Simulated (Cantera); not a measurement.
Charge: 1 mol SiO2, 1.3 mol SiCl4, 82 mol N2, equilibrated at 4.60 Pa.

Method: chemical equilibrium by Gibbs-energy minimisation in Cantera with the NASA 1993 tables (ideal gas, pure condensed phases). Candidate condensed phases: Si, SiO2, Si2N2O, Si3N4; 23 gas species. The tables' values for SiCl3, SiCl are old estimates; treat these amounts as uncertain. The tables hold silica as quartz up to 1696 K and as liquid above; real silica turns to tridymite and cristobalite and melts near 1996 K. Rates play no part.

x: gas mole fraction; n: condensed amount in mol.

```json
[
 {"T (°C)": "900", "x N2": "0.984", "x Cl": "0.000352", "x SiO": "1.00e-6", "x SiCl4": "0.0153", "n SiO2(β-quartz)": "1.000"},
 {"T (°C)": "950", "x N2": "0.984", "x Cl": "0.000864", "x SiO": "7.89e-6", "x SiCl4": "0.0149", "n SiO2(β-quartz)": "1.000"},
 {"T (°C)": "1000", "x N2": "0.982", "x Cl": "0.00202", "x SiO": "4.99e-5", "x SiCl4": "0.0141", "n SiO2(β-quartz)": "0.998"},
 {"T (°C)": "1050", "x N2": "0.980", "x Cl": "0.00447", "x SiO": "0.000260", "x SiCl4": "0.0126", "n SiO2(β-quartz)": "0.989"},
 {"T (°C)": "1100", "x N2": "0.975", "x Cl": "0.00937", "x SiO": "0.00112", "x SiCl4": "0.0102", "n SiO2(β-quartz)": "0.953"},
 {"T (°C)": "1150", "x N2": "0.964", "x Cl": "…", "x SiO": "…", "x SiCl4": "…", "n SiO2(β-quartz)": "…"},
 {"T (°C)": "1200", "x N2": "0.946", "x Cl": "0.0335", "x SiO": "0.0115", "x SiCl4": "0.00297", "n SiO2(β-quartz)": "0.503"},
 {"T (°C)": "1250", "x N2": "0.924", "x Cl": "0.0502", "x SiO": "0.0225", "x SiCl4": "…", "n SiO2(β-quartz)": "0"},
 {"T (°C)": "1300", "x N2": "0.923", "x Cl": "0.0512", "x SiO": "0.0225", "x SiCl4": "0.000104", "n SiO2(β-quartz)": "0"},
 {"T (°C)": "1350", "x N2": "0.923", "x Cl": "0.0515", "x SiO": "0.0225", "x SiCl4": "2.04e-5", "n SiO2(β-quartz)": "0"},
 {"T (°C)": "1400", "x N2": "0.922", "x Cl": "0.0517", "x SiO": "0.0225", "x SiCl4": "4.16e-6", "n SiO2(β-quartz)": "0"},
 {"T (°C)": "1450", "x N2": "0.922", "x Cl": "0.0517", "x SiO": "0.0225", "x SiCl4": "9.15e-7", "n SiO2(β-quartz)": "0"},
 {"T (°C)": "1500", "x N2": "0.922", "x Cl": "0.0518", "x SiO": "0.0225", "x SiCl4": "2.17e-7", "n SiO2(β-quartz)": "0"}
]
```

Q: Fill in the missing entries.

A: 
- 1150, x Cl: 0.0185
- 1150, x SiO: 0.00402
- 1150, x SiCl4: 0.00674
- 1150, n SiO2(β-quartz): 0.829
- 1250, x SiCl4: 0.000489
